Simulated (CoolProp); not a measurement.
Vapour-liquid equilibrium of toluene (1) + ethylbenzene (2) at 280.5 K; x and y are mole fractions of (1).

Computed with CoolProp (multi-fluid Helmholtz-energy mixture model, Lemmon 2006 and Zhou 2012; pair parameters Bell 2016).

| x | bubble pressure, mixture model (kPa) | bubble pressure, Raoult's law (kPa) | y, mixture model | y, Raoult's law |
|---|---|---|---|---|
| 0.05 | 0.4835 | 0.4809 | 0.152 | 0.148 |
| 0.125 | 0.5576 | 0.5555 | 0.321 | 0.321 |
| 0.2 | 0.6283 | 0.6300 | 0.447 | 0.452 |
| 0.275 | 0.6975 | 0.7045 | 0.547 | 0.556 |
| 0.35 | 0.7664 | 0.7790 | 0.629 | 0.640 |
| 0.425 | 0.8361 | 0.8535 | 0.699 | 0.709 |
| 0.5 | 0.9073 | 0.9281 | 0.759 | 0.768 |
| 0.575 | 0.9804 | 1.003 | 0.811 | 0.817 |
| 0.65 | 1.056 | 1.077 | 0.857 | 0.860 |
| 0.725 | 1.133 | 1.152 | 0.897 | 0.897 |
| 0.8 | 1.212 | 1.226 | 0.931 | 0.930 |
| 0.875 | 1.292 | 1.301 | 0.961 | 0.959 |
| 0.95 | 1.372 | 1.375 | 0.986 | 0.984 |

The largest gap from Raoult's law is -2.2 % in bubble pressure, at x = 0.5. No azeotrope shows between x = 0.05 and 0.95.

Pair parameters are fitted to limited data, so mixtures are less certain than the pure fluids. The gap from Raoult's law changes sign with composition, which may be real or a fault of the pair parameters; it wasn't checked against measurements.
